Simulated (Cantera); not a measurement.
Input: 1 mol Ti(OiPr)₄, 1.1 mol CH₄, 18 mol H₂, at 1.00 bar.

Method: chemical equilibrium by Gibbs-energy minimisation in Cantera with the NASA 1993 tables (ideal gas, pure condensed phases). Candidate condensed phases: C, C₆H₆, C₇H₈, C₈H₁₈, H₂O, Ti, TiC, TiO, TiO₂, Ti₂O₃, Ti₃O₅, Ti₄O₇; 113 gas species. The feed counts by its element totals alone. TiC: taken at fixed stoichiometry. Rates play no part.

x: gas mole fraction; n: condensed amount in mol.

| T (°C) | x H₂ | x CO | x CH₄ | x H | x C₂H₂ (acetylene) | x H₂O | n C(graphite) | n Ti₃O₅(s) | n TiC(s) |
|---|---|---|---|---|---|---|---|---|---|
| 1077 | 0.931 | 0.0638 | 0.00499 | 2.30e-6 | [?] | 0.000341 | 10.6 | 0.333 | 0 |
| 1177 | 0.892 | 0.105 | 0.00263 | 8.93e-6 | [?] | 0.000233 | 8.01 | 0 | 1.00 |
| 1277 | 0.893 | 0.105 | 0.00162 | 2.98e-5 | [?] | 0.000113 | 8.04 | 0 | 1.00 |
| 1377 | 0.894 | 0.105 | 0.00106 | 8.59e-5 | [?] | 6.03e-5 | 8.06 | 0 | 1.00 |
| 1477 | 0.894 | 0.105 | 0.000730 | 0.000220 | [?] | 3.45e-5 | 8.07 | 0 | 1.00 |
| 1577 | 0.894 | 0.105 | 0.000523 | 0.000509 | [?] | 2.10e-5 | 8.06 | 0 | 1.00 |
| 1677 | 0.893 | 0.105 | 0.000388 | 0.00108 | [?] | 1.34e-5 | 8.05 | 0 | 1.00 |
| 1777 | 0.892 | 0.105 | 0.000297 | 0.00214 | [?] | 9.01e-6 | 8.02 | 0 | 1.00 |
| 1877 | 0.890 | 0.105 | 0.000232 | 0.00398 | [?] | 6.26e-6 | 7.96 | 0 | 1.000 |

Problem. Some entries are withheld; supply them.

Solution. 
- 1077, x C₂H₂ (acetylene): 1.15e-6
- 1177, x C₂H₂ (acetylene): 4.35e-6
- 1277, x C₂H₂ (acetylene): 1.43e-5
- 1377, x C₂H₂ (acetylene): 4.08e-5
- 1477, x C₂H₂ (acetylene): 0.000103
- 1577, x C₂H₂ (acetylene): 0.000234
- 1677, x C₂H₂ (acetylene): 0.000488
- 1777, x C₂H₂ (acetylene): 0.000947
- 1877, x C₂H₂ (acetylene): 0.00172
